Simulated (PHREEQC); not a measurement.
**Phosphoric acid bath (model solution)**

Make-up at 25 °C: 0.23 mol/kgw H3PO4 and 0.0051 mol/kgw NaOH. Closed to the air; pH follows from the charge balance.

Equilibrium calculation in PHREEQC: ion-association model, phreeqc.dat.

No solid was allowed to form.

Question: What pH does the model give?

Answer: pH 1.47.

Question: In which forms is P present?

Answer: H3PO4 81 %, H2PO4- 19 % of the P.
